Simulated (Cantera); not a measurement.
A freely propagating, adiabatic, planar premixed flame of CH4 : H2 : O2 : N2 = 1 : 0.1 : 1.71 : 6.42 (molar parts), equivalence ratio 1.2, unburnt at 500 K and 0.450 bar; mixture-averaged transport, grid criteria slope 0.08 and curve 0.16, no radiation.

Computed with Cantera and GRI-Mech 3.0 (53 species, 325 reactions). Burning velocities carry a grid error of a few per cent, more on coarse grids.

Problem. What does this change do: N2 6.42 to 8.3 parts?

Solution. 
```csv
quantity,before,after
laminar burning velocity,111 cm/s,71.5 cm/s
thermal thickness,0.687 mm,0.910 mm
peak x(HCN),1.19e-5,9.64e-6
peak x(OH),0.00821,0.00461
peak x(HO2),0.000135,8.96e-5
```
